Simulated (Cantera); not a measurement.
Input (Python, Cantera):

```python
import numpy as np
import cantera as ct

gas = ct.Solution("gri30.yaml")
gas.TPX = 423, 370000, {'CH4': 1, 'O2': 2.33, 'N2': 8.74}
inlet = ct.Reservoir(gas, clone=True)
gas.equilibrate("HP")  # start burning
reactor = ct.IdealGasConstPressureReactor(gas, energy="on", clone=False)
exhaust = ct.Reservoir(gas, clone=True)
tau = [0.35, 0.16, 0.075, 0.035, 0.016, 0.0075, 0.0035, 0.0016, 0.00074, 0.00034, 0.00016, 7.4e-05][0]
for a, b in ((inlet, reactor), (reactor, exhaust)):
    ct.MassFlowController(a, b, mdot=lambda t: reactor.mass / tau)
net = ct.ReactorNet([reactor])
show = ['CH4', 'O2', 'H2', 'C2H', 'O']

rows = []
print(f"{'tau/s':>10s}{'T/K':>9s}" + "".join(f"{s:>11s}" for s in show))
for tau in [0.35, 0.16, 0.075, 0.035, 0.016, 0.0075, 0.0035, 0.0016, 0.00074, 0.00034, 0.00016, 7.4e-05]:
    net.initial_time = 0.0
    net.advance(30 * tau)
    before = gas.X
    net.advance(40 * tau)
    drift = np.max(np.abs(gas.X - before) / (gas.X + 1e-9))
    rows.append([gas.T, *gas[show].X, drift])
    print(f"{tau:10.3e}{gas.T:9.1f}" + "".join(f"{x:11.3e}" for x in gas[show].X))
```

It prints:

```
     tau/s      T/K        CH4         O2         H2        C2H          O
 3.500e-01   2173.6  4.711e-07  2.631e-02  5.223e-04  2.993e-14  1.973e-04
 1.600e-01   2174.6  1.006e-06  2.667e-02  5.362e-04  1.360e-13  2.043e-04
 7.500e-02   2174.8  2.075e-06  2.701e-02  5.631e-04  5.722e-13  2.151e-04
 3.500e-02   2173.6  4.213e-06  2.731e-02  6.169e-04  2.299e-12  2.340e-04
 1.600e-02   2169.9  8.404e-06  2.762e-02  7.260e-04  8.661e-12  2.707e-04
 7.500e-03   2162.7  1.562e-05  2.800e-02  9.224e-04  2.711e-11  3.374e-04
 3.500e-03   2150.2  2.779e-05  2.858e-02  1.260e-03  7.279e-11  4.554e-04
 1.600e-03   2130.1  4.871e-05  2.950e-02  1.806e-03  1.737e-10  6.549e-04
 7.400e-04   2101.1  8.426e-05  3.085e-02  2.585e-03  3.707e-10  9.530e-04
 3.400e-04   2060.9  1.495e-04  3.283e-02  3.635e-03  7.560e-10  1.367e-03
 1.600e-04   2009.5  2.736e-04  3.557e-02  4.884e-03  1.513e-09  1.847e-03
 7.400e-05   1939.8  5.636e-04  3.989e-02  6.344e-03  3.345e-09  2.258e-03
```

Detailed kinetics in Cantera: GRI-Mech 3.0 (53 species, 325 reactions).
